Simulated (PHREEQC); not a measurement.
30 mol of Mirabilite (Na2SO4:10H2O) is brought to equilibrium with 1 kg of water, at 20 °C and several pressures. The system is closed to CO2. Solids allowed: Mirabilite. Others were left out.

The numbers come from PHREEQC with the Pitzer model, pitzer.dat.

| P (atm) | dissolved Na (mol/kgw) | dissolved S (mol/kgw) |
|---|---|---|
| 1 | 2.75 | 1.38 |
| 50 | 2.77 | 1.39 |
| 100 | 2.79 | 1.39 |
| 200 | 2.80 | 1.40 |
| 300 | 2.81 | 1.40 |
| 400 | 2.80 | 1.40 |
| 500 | 2.78 | 1.39 |
| 600 | 2.75 | 1.38 |
| 800 | 2.69 | 1.34 |
| 1000 | 2.62 | 1.31 |
